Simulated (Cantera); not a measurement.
Feed: 1 mol Si2Cl6, 2.8 mol NH3, 21 mol N2, held at 32.0 Pa.

Method: chemical equilibrium by Gibbs-energy minimisation in Cantera with the NASA 1993 tables (ideal gas, pure condensed phases). Candidate condensed phases: NH4Cl, Si, Si3N4; 28 gas species. The feed counts by its element totals alone. The tables' values for SiCl, SiCl3, SiN are old estimates; treat these amounts as uncertain. Rates play no part. All values below are at 1823 K.

Base state: N2 0.748, H2 0.0993, HCl 0.0741, SiCl2 0.0599, H 0.00763, Si 0.00499, Cl 0.00435, SiCl 0.00159 (mole fractions); condensed: gas only.

Q: What changes in the equilibrium state with this change: pressure from 32.0 Pa to 5.80 Pa?

A: 
| species | before | after |
|---|---|---|
| N2 | 0.748 | 0.734 |
| H2 | 0.0993 | 0.0866 |
| HCl | 0.0741 | 0.0850 |
| SiCl2 | 0.0599 | 0.0482 |
| Si | 0.00499 | 0.0147 |
| Cl | 0.00435 | 0.0125 |
| H | 0.00763 | 0.0167 |
| SiCl3 | 0.000115 | 4.84e-5 |
| Si2 | 1.17e-5 | 1.83e-5 |
| SiCl | 0.00159 | 0.00245 |
| Si2N | 1.81e-5 | 1.20e-5 |
| SiN | 3.20e-5 | 3.97e-5 |
